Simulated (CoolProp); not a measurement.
Vapour-liquid equilibrium of CH2F2 (R32) (1) + propylene (2) at 240.8 K; x and y are mole fractions of (1).

Model: multi-fluid Helmholtz-energy mixture model, Tillner-Roth 1997 and Lemmon 2013; pair parameters Bell 2016, in CoolProp.

```csv
x,bubble pressure (MPa),y at the bubble point,dew pressure at overall composition x (MPa),liquid density (mol/L)
0.05,0.2292,0.187,0.2017,14.25
0.125,0.2681,0.342,0.2160,14.58
0.2,0.2938,0.429,0.2321,14.95
0.275,0.3103,0.485,0.2502,15.34
0.35,0.3205,0.523,0.2705,15.78
0.425,0.3266,0.552,0.2925,16.26
0.5,0.3299,0.574,0.3144,16.80
0.575,0.3313,0.594,0.3300,17.39
0.65,0.3310,0.615,0.3271,18.05
0.725,0.3286,0.640,0.3117,18.78
0.8,0.3225,0.676,0.2933,19.60
0.875,0.3091,0.736,0.2753,20.51
0.95,0.2811,0.850,0.2584,21.52
```

y crosses x between x = 0.575 and 0.65: the model has an azeotrope there.

The pair parameters rest on a limited set of measurements; away from them the model extrapolates. With so large a gap from Raoult's law the liquid may split in two, which this calculation doesn't test in full.
